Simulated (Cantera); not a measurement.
A Cantera script and what it prints.

```python
import numpy as np
import cantera as ct

gas_names = """
    CL CL2 H HCL H2 Si SiCL SiCL2 SiCL3 SiCL4 SiH SiHCL3 SiH2 SiH2CL2 SiH3 SiH3CL SiH4 Si2 Si3
""".split()
cond_names = """
    Si(cr) Si(L)
""".split()


def load(file, names, dense=False):
    # The tables refer to 1 bar. Condensed volumes are neglected.
    table = {s.name: s for s in ct.Species.list_from_file(file)}
    out = []
    for n in names:
        d = dict(table[n].input_data)
        d["thermo"] = dict(d["thermo"], **{"reference-pressure": 1e5})
        if dense:
            d["equation-of-state"] = {"model": "constant-volume", "density": "1e6 g/cm^3"}
        out.append(ct.Species.from_dict(d))
    return out


gas = ct.Solution(thermo="ideal-gas", species=load("nasa_gas.yaml", gas_names))
cond = {s.name: ct.Solution(thermo="fixed-stoichiometry", species=[s], name=s.name)
        for s in load("nasa_condensed.yaml", cond_names, dense=True)}
atoms = {
    'SiCl4': {'Si': 1, 'CL': 4},
    'H2': {'H': 2},
}
top_T = {}  # K; cautious upper limits of use, not melting points


def equilibrate(T, P, feed):
    n = {}
    for name, mol in feed.items():
        for a, k in atoms[name].items():
            n[a] = n.get(a, 0.0) + k * mol
    gas.TPX = T, P, n
    mass = sum(n.values()) * gas.mean_molecular_weight
    gas.equilibrate("TP")
    valid = [c for c in cond.values() if c.min_temp <= T <= top_T.get(c.name, c.max_temp)]
    mix = ct.Mixture([(gas, mass / gas.mean_molecular_weight)] + [(c, 0.0) for c in valid])
    mix.T, mix.P = T, P
    mix.equilibrate("TP", solver="vcs", rtol=1e-11, max_steps=5000)
    return mix


results = []
T = 1600  # K
P = 2200  # Pa
for m in [3.4, 5.4, 8.5, 13, 21, 34, 53, 84, 130, 210, 330, 530]:
    feed = {'SiCl4': 1, 'H2': m}  # mol
    mix = equilibrate(T, P, feed)
    results.append((T, P, feed, dict(zip(mix.species_names, mix.species_moles))))

top = {s: max(r[3][s] / sum(r[3][g] for g in gas_names) for r in results) for s in gas_names}
cols = sorted((s for s in top if top[s] > 1e-05), key=lambda s: -top[s])[:6]
seen = [c for c in cond_names if any(r[3].get(c, 0) > 1e-12 for r in results)]
print("log10 of partial pressures in bar; condensed amounts in mol")
print(f"{'n(H2)':>10s}" + "".join(f"{s[:9]:>10s}" for s in cols + seen))
for T, P, feed, n in results:
    ng = sum(n[g] for g in gas_names)
    print(f"{feed['H2']:10.4g}" + "".join(f"{np.log10(max(n[s] / ng * P / 1e5, 1e-99)):10.3f}" for s in cols)
          + "".join(f"{n.get(c, 0):10.4g}" for c in seen))
```

It prints:

```
log10 of partial pressures in bar; condensed amounts in mol
     n(H2)        H2       HCL     SiCL2     SiCL3     SiCL4    SiHCL3    Si(cr)
       3.4    -1.992    -2.115    -2.439    -3.424    -4.017    -4.733         0
       5.4    -1.877    -2.243    -2.559    -3.728    -4.506    -4.980         0
       8.5    -1.801    -2.389    -2.700    -4.053    -5.014    -5.267         0
        13    -1.754    -2.540    -2.848    -4.376    -5.512    -5.567         0
        21    -1.721    -2.672    -3.086    -4.763    -6.048    -5.937     0.122
        34    -1.699    -2.804    -3.371    -5.190    -6.618    -6.354    0.2909
        53    -1.686    -2.940    -3.656    -5.618    -7.188    -6.774    0.4398
        84    -1.676    -3.093    -3.973    -6.093    -7.821    -7.245    0.5784
       130    -1.670    -3.249    -4.291    -6.571    -8.459    -7.720    0.6891
       210    -1.666    -3.431    -4.659    -7.122    -9.194    -8.269    0.7847
       330    -1.663    -3.610    -5.019    -7.662    -9.914    -8.808    0.8507
       530    -1.661    -3.803    -5.407    -8.245   -10.690    -9.389    0.8985
```

Cantera equilibrium calculation (NASA polynomials, part measured and part estimated; ideal gas, pure solids and liquids). The tables' values for SiCl3, SiCl are old estimates; treat these amounts as uncertain.
